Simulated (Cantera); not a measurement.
Feed: 1 mol borazine, 0.079 mol O2, at 15.0 Torr.

Equilibrium computed with Cantera from the NASA thermochemical tables; the gas is ideal and each condensed phase is pure. Candidate condensed phases: B, BN, B2O3, B3O3H3, H2O; 39 gas species. The feed counts by its element totals alone. Mutual solubility and eutectic melting of coexisting phases are not modelled. Equilibrium is a limit: real reactors are often held back by kinetics, nucleation or transport.

Problem. Which condensed phases are stable at each of these points (T (K)): 750, 900, 1050, 1200, 1350, 1500, 1650, 1800, 1950, 2100, 2250, 2400?

Solution. 
```csv
T (K),condensed phases,B condensed (%)
750,BN(s) + B2O3(l),100.0
900,BN(s) + B2O3(l),100.0
1050,BN(s) + B2O3(l),100.0
1200,BN(s) + B2O3(l),100.0
1350,BN(s) + B2O3(l),99.9
1500,BN(s) + B2O3(l),98.9
1650,BN(s),95.9
1800,BN(s),95.0
1950,BN(s),94.8
2100,BN(s),94.6
2250,B(s) + BN(s),94.5
2400,B(l),94.1
```

From 750 K to 1500 K the condensed part is BN(s) + B2O3(l). From 1650 K to 2100 K the condensed part is BN(s). At 2250 K the condensed part is B(s) + BN(s). At 2400 K the condensed part is B(l).
